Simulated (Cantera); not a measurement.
Cantera run, input and output.

```python
import numpy as np
import cantera as ct

gas = ct.Solution("h2o2.yaml")
gas.TPX = 950, 21000, {'H2': 0.35, 'O2': 1, 'N2': 0.56}
inlet = ct.Reservoir(gas, clone=True)

reactor = ct.IdealGasConstPressureReactor(gas, energy="off", clone=False)
exhaust = ct.Reservoir(gas, clone=True)
tau = [0.59, 0.27, 0.12, 0.057, 0.026, 0.012, 0.0055, 0.0025, 0.0011, 0.00053][0]
for a, b in ((inlet, reactor), (reactor, exhaust)):
    ct.MassFlowController(a, b, mdot=lambda t: reactor.mass / tau)
net = ct.ReactorNet([reactor])
show = ['H2', 'O2', 'O', 'HO2', 'H2O']

rows = []
print(f"{'tau/s':>10s}{'T/K':>9s}" + "".join(f"{s:>11s}" for s in show))
for tau in [0.59, 0.27, 0.12, 0.057, 0.026, 0.012, 0.0055, 0.0025, 0.0011, 0.00053]:
    net.initial_time = 0.0
    net.advance(30 * tau)
    before = gas.X
    net.advance(40 * tau)
    drift = np.max(np.abs(gas.X - before) / (gas.X + 1e-9))
    rows.append([gas.T, *gas[show].X, drift])
    print(f"{tau:10.3e}{gas.T:9.1f}" + "".join(f"{x:11.3e}" for x in gas[show].X))
```

It prints:

```
     tau/s      T/K         H2         O2          O        HO2        H2O
 5.900e-01    950.0  9.074e-03  4.778e-01  1.424e-05  7.146e-05  1.916e-01
 2.700e-01    950.0  1.054e-02  4.782e-01  2.695e-05  8.131e-05  1.900e-01
 1.200e-01    950.0  1.247e-02  4.786e-01  5.143e-05  9.140e-05  1.879e-01
 5.700e-02    950.0  1.499e-02  4.793e-01  9.020e-05  1.015e-04  1.851e-01
 2.600e-02    950.0  1.873e-02  4.802e-01  1.577e-04  1.128e-04  1.809e-01
 1.200e-02    950.0  2.385e-02  4.814e-01  2.651e-04  1.240e-04  1.752e-01
 5.500e-03    950.0  3.090e-02  4.831e-01  4.357e-04  1.341e-04  1.672e-01
 2.500e-03    950.0  4.051e-02  4.853e-01  7.013e-04  1.416e-04  1.563e-01
 1.100e-03    950.0  5.387e-02  4.883e-01  1.119e-03  1.449e-04  1.409e-01
 5.300e-04    950.0  6.926e-02  4.917e-01  1.647e-03  1.427e-04  1.229e-01
```

Model: the H2/O2 subset of GRI-Mech 3.0, which has no nitrogen chemistry, integrated in Cantera. The temperature is held fixed by assumption; the heat of reaction is taken as removed at once.
